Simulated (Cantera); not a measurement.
Gas mixture: CO = 0.74 (molar parts), at 0.000720 bar, frozen composition.

Cantera's kinetic-theory transport with the Lennard-Jones parameters of GRI-Mech 3.0, ideal gas; thermal conductivity in the multicomponent form.

D: mixture-averaged diffusion coefficient of that species in the mixture.

```csv
T (K),ρ (kg/m³),cp (J/kg/K),μ (µPa s),λ (mW/m/K),Pr,D (cm²/s) NO,D (cm²/s) CH4,D (cm²/s) C2H2
400,0.000606,1049,22.0,31.9,0.722,?,521,392
500,0.000485,1064,25.7,38.0,0.720,?,767,580
600,0.000404,1086,29.1,44.0,0.718,?,1050,796
700,0.000347,1112,32.3,50.0,0.717,?,1360,1040
800,0.000303,1139,35.2,56.0,0.717,?,1710,1300
900,0.000270,1164,38.1,61.9,0.716,?,2080,1590
1000,0.000243,1184,40.8,67.5,0.716,?,2480,1900
1100,0.000221,1203,43.4,73.0,0.715,?,2910,2230
1200,0.000202,1219,45.9,78.3,0.715,?,3360,2580
```

Fill in the missing entries.


- 400, D (cm²/s) NO: 473
- 500, D (cm²/s) NO: 693
- 600, D (cm²/s) NO: 944
- 700, D (cm²/s) NO: 1220
- 800, D (cm²/s) NO: 1530
- 900, D (cm²/s) NO: 1870
- 1000, D (cm²/s) NO: 2220
- 1100, D (cm²/s) NO: 2610
- 1200, D (cm²/s) NO: 3010
